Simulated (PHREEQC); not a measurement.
PHREEQC input (ion-association model, phreeqc.dat):

```
SOLUTION_MASTER_SPECIES
  Amm  AmmH+  0  AmmH  17.031  # ammonia with no redox link, constants of NH4+
SOLUTION_SPECIES
  AmmH+ = AmmH+
    -log_k 0
    -gamma 2.5 0
    -dw 1.98e-9
  AmmH+ = Amm + H+
    -log_k -9.252
    -delta_h 12.48 kcal
    -analytic 0.6322 -0.001225 -2835.76
    -dw 2.28e-9
  AmmH+ + SO4-2 = AmmHSO4-
    -log_k 1.11
PHASES
  Amm(g)
    Amm = Amm
    -log_k 1.7966
    -analytic -18.758 3.3670e-4 2.5113e3 4.8619 39.192
    -T_c 405.6
    -P_c 111.3
    -Omega 0.25
EXCHANGE_SPECIES
  AmmH+ + X- = AmmHX
    -log_k 0.6
    -gamma 2.5 0
    -delta_h -2.4
SOLUTION 0
  temp 15
  units mmol/kgw
  pH 7 charge
  S(6) 20
  Amm 40
  Cl 0.01
  O(0) 1 O2(g) -0.68
SOLUTION 1-30
  temp 15
  units mmol/kgw
  pH 7 charge
  Cl 25.01
  K 25
  O(0) 1 O2(g) -0.68
END
EXCHANGE 1-30
  X 0.017
  -equilibrate 1
END
SELECTED_OUTPUT 1
  -reset false
  -pH true
  -pe true
  -ionic_strength true
  -water true
  -step true
  -totals Amm Cl K S S(-2) S(6)
  -molalities KX AmmHX
  -saturation_indices Sylvite
PRINT
  -reset false
TRANSPORT
  -cells 30
  -shifts 90
  -lengths 0.0166667
  -time_step 60
  -dispersivities 0.018
  -boundary_conditions flux flux
  -correct_disp true
  -punch_cells 30
  -punch_frequency 3
END
```

Selected output (columns that matter, 19 of 31 rows; pore volumes added in front):

```
pore volumes	pH	mu	Amm	Cl	K	S	m_KX	si_Sylvite
0	5.0541	0.02501	0	0.02501	0.025	0	0.017	-4.1855
0.2167	5.0541	0.02501	1.5573e-20	0.02501	0.025	2.1235e-15	0.017	-4.1855
0.3167	5.0541	0.02501	1.8411e-11	0.02501	0.025	4.1369e-08	0.017	-4.1855
0.5167	5.0573	0.025272	2.9614e-06	0.024805	0.02512	0.00016385	0.016998	-4.1877
0.7167	5.1004	0.02921	0.00032807	0.021715	0.026649	0.0026362	0.016841	-4.2312
0.8167	5.1395	0.033452	0.0012653	0.018347	0.027733	0.0053306	0.01643	-4.2983
1.0167	5.2056	0.04291	0.0064411	0.010563	0.027227	0.011557	0.014443	-4.5681
1.2167	5.2346	0.049328	0.014702	0.0048353	0.022403	0.01614	0.011437	-5.0054
1.3167	5.2393	0.051123	0.0189	0.0030706	0.019263	0.017552	0.0098534	-5.2716
1.5167	5.2397	0.052848	0.026095	0.0011313	0.013232	0.019103	0.0069266	-5.8717
1.7167	5.2359	0.053303	0.031297	0.00038447	0.0084781	0.0197	0.0045696	-6.5346
1.8167	5.2339	0.053339	0.033219	0.00022088	0.0066545	0.019831	0.0036339	-6.8806
2.0167	5.2305	0.053288	0.035992	7.4301e-05	0.0039699	0.019949	0.0022135	-7.578
2.2167	5.2282	0.053205	0.037706	2.8826e-05	0.0022825	0.019985	0.0012905	-8.2295
2.3167	5.2274	0.053169	0.038284	2.0066e-05	0.00171	0.019992	0.0009715	-8.5121
2.5167	5.2263	0.053116	0.039059	1.2824e-05	0.00093969	0.019998	0.00053743	-8.9665
2.7167	5.2257	0.053085	0.039496	1.0777e-05	0.00050392	0.019999	0.0002893	-9.3126
2.8167	5.2255	0.053074	0.039634	1.0405e-05	0.00036611	0.02	0.00021044	-9.4666
3.0167	5.2252	0.053061	0.039809	1.0109e-05	0.00019065	0.02	0.00010975	-9.7625
```

Species that the database lacks are ignored.
